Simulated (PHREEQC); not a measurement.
Solution (25 °C): 0.0014 mol/kgw HF, 0.032 mol/kgw K2HPO4 and 0.025 mol/kgw NaCl. Closed to the air; pH follows from the charge balance.

The numbers come from PHREEQC with the ion-association model, wateq4f.dat.

This is a speciation only: nothing precipitates in the calculation.

Problem. What pH, ionic strength does the model give?

Solution. pH 8.18; ionic strength 0.116 mol/kgw.

Problem. In which forms is K present?

Solution. K+ 98 %, KHPO4- 1.9 % of the K.

H3PO4, which wateq4f.dat lacks, is added to it with the constant of phreeqc.dat.
